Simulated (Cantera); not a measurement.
A perfectly stirred reactor is fed with H₂ : O₂ : N₂ = 0.17 : 1 : 1 (molar parts), equivalence ratio 0.085, at 0.0133 bar; it is held at 1025 K, and followed from long to short residence time.

Detailed kinetics in Cantera: the H2/O2 subset of GRI-Mech 3.0, which has no nitrogen chemistry. Radical loss at walls, strong at low pressure, is not modelled. The temperature is held fixed by assumption; the heat of reaction is taken as removed at once.

Question: Predict: x(H₂) at τ = 6.50 s; x(O₂) at τ = 6.50 s; x(O) at τ = 6.50 s; x(HO₂) at τ = 6.50 s; x(OH) at τ = 6.50 s; x(H₂) at τ = 0.110 s; x(O₂) at τ = 0.110 s; x(O) at τ = 0.110 s; x(HO₂) at τ = 0.110 s; x(OH) at τ = 0.110 s.

Answer: 
```json
{
  "x(H₂) at τ = 6.50 s": "0.000206",
  "x(O₂) at τ = 6.50 s": "0.438",
  "x(O) at τ = 6.50 s": "0.000467",
  "x(HO₂) at τ = 6.50 s": "1.87e-6",
  "x(OH) at τ = 6.50 s": "0.000296",
  "x(H₂) at τ = 0.110 s": "0.00229",
  "x(O₂) at τ = 0.110 s": "0.435",
  "x(O) at τ = 0.110 s": "0.00550",
  "x(HO₂) at τ = 0.110 s": "4.41e-6",
  "x(OH) at τ = 0.110 s": "0.00127"
}
```
